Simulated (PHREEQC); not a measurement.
Make-up at 10 °C: 0.0011 mol HF, 0.0092 mol KF and 0.0031 mol (NH4)2SiF6 per kg of water. Closed to the air; pH follows from the charge balance.

All values are PHREEQC results (ion-association model, wateq4f.dat), not measurements.

```json
[
 {"quantity": "pH", "before": "3.98", "after": "3.53"},
 {"quantity": "ionic strength (mol/kgw)", "before": "0.0186", "after": "0.00198"},
 {"quantity": "F- (mol/kgw)", "before": "0.00930", "after": "0.00159"},
 {"quantity": "HF (mol/kgw)", "before": "0.000977", "after": "0.000517"},
 {"quantity": "HF2- (mol/kgw)", "before": "3.03e-5", "after": "2.72e-6"},
 {"quantity": "H2F2 (mol/kgw)", "before": "4.22e-6", "after": "1.17e-6"}
]
```

### Question
What was changed between the two runs?
A) (NH4)2SiF6 from 0.0031 to 0.00341 mol/kgw
B) KF left out
C) diluted 10-fold with water
D) diluted 5-fold with water
E) (NH4)2SiF6 left out

### Answer
C, diluted 10-fold with water

Precipitation was switched off in this run. Some of these states are supersaturated (in Quartz (slow to form), for instance). Away from 25 °C the constants follow the database's enthalpies or fits; those with neither stay at their 25 °C values. SiF6-2 is the database's only silicon fluoride.
